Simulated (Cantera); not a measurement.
A perfectly stirred reactor is fed with 9.84 % C2H4, 17.3 % O2, 65.4 % N2, 7.48 % CO2, at 750 Torr; it is adiabatic with a 750 K inlet, and is followed from long to short residence time, starting on the burning branch (τ in s: 0.24, 0.06, 0.015, 0.0038, 0.00096, 0.00024, 6.1e-05, 1.5e-05, 3.9e-06).

Detailed kinetics in Cantera: GRI-Mech 3.0 (53 species, 325 reactions). GRI-Mech 3.0 was tuned for natural gas; its chemistry of ethylene as a main component is partial and can be far from experiment.

x: mole fraction; the columns are a selection and need not sum to one.

```
τ (s)    T (K)    x C2H4      x O2       x HCN      x NO      x H
-------  -----  --------  --------  ----------  --------  -------
0.24      2222   1.14e-6   3.99e-5  (withheld)  0.000208  0.00214
0.060     2213   3.36e-6   9.42e-5  (withheld)  0.000284  0.00305
0.015     2198   9.42e-6  0.000231  (withheld)  0.000331  0.00455
0.0038    2179   2.76e-5  0.000564  (withheld)  0.000342  0.00638
0.00096   2156   9.23e-5   0.00146  (withheld)  0.000315  0.00786
0.00024   2116  0.000366   0.00441  (withheld)  0.000227  0.00847
6.1e-5    1992   0.00197    0.0161  (withheld)   7.05e-5  0.00770
1.5e-5     750    0.0984     0.173      <1e-12    <1e-12   <1e-12
3.9e-6     750    0.0984     0.173      <1e-12    <1e-12   <1e-12
```

**Question.** Fill in the missing entries.

**Answer.** 
- 0.24, x HCN: 2.83e-6
- 0.060, x HCN: 8.26e-6
- 0.015, x HCN: 1.99e-5
- 0.0038, x HCN: 4.39e-5
- 0.00096, x HCN: 9.56e-5
- 0.00024, x HCN: 0.000160
- 6.1e-5, x HCN: 0.000102
